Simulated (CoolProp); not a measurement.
Aqueous magnesium chloride as a coolant, at 15 °C, 1 atm.

The numbers come from the Melinder's fits for secondary coolants in CoolProp.

| mass % | freezing point (°C) | cp (kJ/(kg K)) | conductivity (W/(m K)) | Prandtl number | viscosity (mPa s) |
|---|---|---|---|---|---|
| 1.5 | -0.9 | 4.095 | 0.586 | 8.81 | 1.26 |
| 3.5 | -2.0 | 3.977 | 0.582 | 9.10 | 1.33 |
| 5.5 | -3.4 | 3.859 | 0.578 | 9.32 | 1.40 |
| 7.5 | -5.2 | 3.743 | 0.574 | 9.81 | 1.50 |
| 9.5 | -7.6 | 3.629 | 0.569 | 10.7 | 1.67 |
| 11.5 | -10.5 | 3.517 | 0.564 | 11.8 | 1.89 |
| 13.5 | -13.9 | 3.410 | 0.558 | 13.0 | 2.12 |
| 15.5 | -17.8 | 3.308 | 0.552 | 14.0 | 2.34 |
| 17.5 | -22.2 | 3.211 | 0.547 | 15.0 | 2.55 |
| 19.5 | -27.3 | 3.119 | 0.541 | 16.6 | 2.88 |
| 21.5 | -33.6 | 3.029 | 0.535 | 21.1 | 3.73 |
| 23.5 | -41.9 | 2.939 | 0.527 | 36.3 | 6.51 |
